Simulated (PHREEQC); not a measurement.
Dissolve 0.0047 mol CaCl2, 0.00048 mol Na2SO4 and 0.0044 mol KCl per kg of water at 38 °C. Closed to the air; pH follows from the charge balance.

The numbers come from PHREEQC with the Pitzer model, pitzer.dat.

| quantity | before | after |
|---|---|---|
| pH | 6.79 | 6.80 |
| HSO4- (mol/kgw) | 5.39e-9 | 3.27e-9 |
| SI of Gypsum (CaSO4:2H2O) | -1.63 | -2.07 |
| SI of Sylvite (KCl) | -5.37 | -5.94 |

Question: Name the change that produced these shifts.
A. temperature from 38 to 75 °C
B. 6.3e-05 mol/kgw NaOH added
C. KCl from 0.0044 to 0.00088 mol/kgw
D. diluted 2-fold with water

Answer: D, diluted 2-fold with water

This is a speciation only: nothing precipitates in the calculation. At this temperature some constants are extrapolated from 25 °C, and those without enthalpy data are left unchanged.
